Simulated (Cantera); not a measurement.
Cantera with NASA thermochemical tables; ideal gases at 1 bar, condensed phases pure. Values are per mole of reaction as written; species without (g) are pure solids or liquids, kept so even where they would boil at 1 bar.

MgI2 + H2(g) → 2 HI(g) + Mg, with ΔH° = 419.6 kJ and ΔS° = 185.2 J/K at 300 K.

Question: How far is the shortcut ΔG° ≈ ΔH°(300 K) − T·ΔS°(300 K) from the full temperature-dependent value at 450, 525, 600, 675, 750, 825, 900, 975 K?

Answer: 
```json
[
 {"T (K)": "450", "shortcut (kJ)": "336.3", "full (kJ)": "337.0", "difference (kJ)": "-0.7", "difference in log10 K": "0.08", "condensed phases": "MgI2(s), Mg(s)"},
 {"T (K)": "525", "shortcut (kJ)": "322.4", "full (kJ)": "323.9", "difference (kJ)": "-1.5", "difference in log10 K": "0.15", "condensed phases": "MgI2(s), Mg(s)"},
 {"T (K)": "600", "shortcut (kJ)": "308.5", "full (kJ)": "311.1", "difference (kJ)": "-2.6", "difference in log10 K": "0.22", "condensed phases": "MgI2(s), Mg(s)"},
 {"T (K)": "675", "shortcut (kJ)": "294.6", "full (kJ)": "298.5", "difference (kJ)": "-3.9", "difference in log10 K": "0.30", "condensed phases": "MgI2(s), Mg(s)"},
 {"T (K)": "750", "shortcut (kJ)": "280.7", "full (kJ)": "286.1", "difference (kJ)": "-5.3", "difference in log10 K": "0.37", "condensed phases": "MgI2(s), Mg(s)"},
 {"T (K)": "825", "shortcut (kJ)": "266.8", "full (kJ)": "273.8", "difference (kJ)": "-7.0", "difference in log10 K": "0.44", "condensed phases": "MgI2(s), Mg(s)"},
 {"T (K)": "900", "shortcut (kJ)": "252.9", "full (kJ)": "261.7", "difference (kJ)": "-8.8", "difference in log10 K": "0.51", "condensed phases": "MgI2(s), Mg(s)"},
 {"T (K)": "975", "shortcut (kJ)": "239.1", "full (kJ)": "251.5", "difference (kJ)": "-12.4", "difference in log10 K": "0.67", "condensed phases": "MgI2(l), Mg(l)"}
]
```
The shortcut ignores heat capacities and the phase changes listed.
